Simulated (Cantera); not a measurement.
A closed system holds: 1 mol BN, 0.24 mol O₂, 16 mol NF₃, equilibrated at 1948 K and 1330 Pa.

Method: chemical equilibrium by Gibbs-energy minimisation in Cantera with the NASA 1993 tables (ideal gas, pure condensed phases). Candidate condensed phases: B, BN, B₂O₃; 31 gas species. The numbers say what is thermodynamically allowed, not how fast it happens.

Base state: F 0.822, N₂ 0.155, BF₃ 0.0183, O₂ 0.00406, NO 0.000408, O 0.000245, F₂ 5.50e-5 (mole fractions); condensed: gas only.

Question: What changes in the equilibrium state with this change: BN replaced by Si₃N₄?

Answer: 
```
species    before     after
-------  --------  --------
F           0.822     0.731
N₂          0.155     0.203
SiF₄            0    0.0609
BF₃        0.0183         0
F₂        5.50e-5   4.35e-5
NO       0.000408  0.000491
O₂        0.00406   0.00450
O        0.000245  0.000258
```
Further candidate phases: Si, SiO₂, Si₂N₂O, Si₃N₄.
